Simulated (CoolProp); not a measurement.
Computed with CoolProp (reference Helmholtz-energy equation of state, Leachman 2009).

Question: For normal hydrogen, give the phase and the cp (kJ/(kg K)), conductivity (mW/(m K)) at 80.6 K and 1.53 MPa; 156.1 K and 1.53 MPa.

Answer: 
- 80.6 K and 1.53 MPa: supercritical; cp 11.5, conductivity 61.4
- 156.1 K and 1.53 MPa: supercritical; cp 12.9, conductivity 108

Thermal conductivity comes from a separate model (Assael 2011).
